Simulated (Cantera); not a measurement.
## Gas activation for diamond growth

An isothermal, constant-pressure homogeneous reactor starts with CH4 : H2 : N2 = 0.04 : 1 : 0.0012 (molar parts), at 1875 K and 0.0120 bar.

Detailed kinetics in Cantera: GRI-Mech 3.0 (53 species, 325 reactions). GRI-Mech 3.0 stops at C3 and has no aromatics, soot or wall deposition, so with more carbon than oxygen in the feed, carbon stays in small species such as C2H2 where larger ones or solid carbon would form. Radical loss at walls, strong at low pressure, is not modelled.

```csv
t (s),x CH4,x H2,x C2H6,x C2H2,x H,x CH3
5.00e-5,0.0384,0.960,3.76e-12,<1e-12,5.60e-6,4.87e-6
0.000136,0.0384,0.960,8.24e-11,1.18e-12,1.56e-5,1.29e-5
0.000370,0.0384,0.960,1.38e-9,8.16e-11,4.27e-5,3.46e-5
0.00100,0.0383,0.960,1.64e-8,5.33e-9,0.000117,9.34e-5
0.00273,0.0381,0.960,1.38e-7,3.62e-7,0.000317,0.000252
0.00743,0.0376,0.960,8.64e-7,2.37e-5,0.000861,0.000673
0.0202,0.0349,0.959,3.10e-6,0.000779,0.00214,0.00155
0.0549,0.0245,0.964,2.68e-6,0.00573,0.00331,0.00167
0.149,0.0113,0.970,6.89e-7,0.0125,0.00389,0.000906
0.406,0.00361,0.974,8.65e-8,0.0165,0.00469,0.000348
1.10,0.000976,0.974,7.41e-9,0.0179,0.00547,0.000110
3.00,0.000282,0.974,6.72e-10,0.0183,0.00586,3.39e-5
```
x: mole fraction; the columns are a selection and need not sum to one.

Equilibrium at this temperature and pressure: CH4 5.19e-5, H2 0.974, C2H6 3.02e-11, C2H2 0.0176, H 0.00595, CH3 6.33e-6 (gas phase only).
